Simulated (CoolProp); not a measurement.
A single-stage vapour-compression cycle with R227EA: evaporating at 224.15 K (dew point), condensing at 261.15 K (bubble point), superheat 10 K, subcooling 8 K, compressor efficiency 0.6, no pressure losses. Each further row changes one setting.

Computed with CoolProp (reference Helmholtz-energy equation of state, Lemmon 2016).

| case | cooling COP | pressure ratio | discharge temperature (K) | refrigerating effect (kJ/kg) | volumetric capacity (kJ/m³) |
|---|---|---|---|---|---|
| as stated | [?] | 6.34 | 286.1 | 121 | 206 |
| evaporating temperature 229.15 K | 4.01 | 4.73 | 283.3 | [?] | 279 |
| condensing temperature 256.15 K | 3.93 | 5.13 | [?] | 127 | 215 |
| subcooling 13 K | [?] | 6.34 | 286.1 | 127 | 215 |
| superheat 20 K | [?] | 6.34 | 296.8 | [?] | 209 |
| compressor efficiency 0.5 | 2.76 | 6.34 | 295.2 | 121 | 206 |

What belongs in the gaps?


- as stated, cooling COP: 3.31
- evaporating temperature 229.15 K, refrigerating effect (kJ/kg): 125
- condensing temperature 256.15 K, discharge temperature (K): 280.0
- subcooling 13 K, cooling COP: 3.46
- superheat 20 K, cooling COP: 3.36
- superheat 20 K, refrigerating effect (kJ/kg): 128
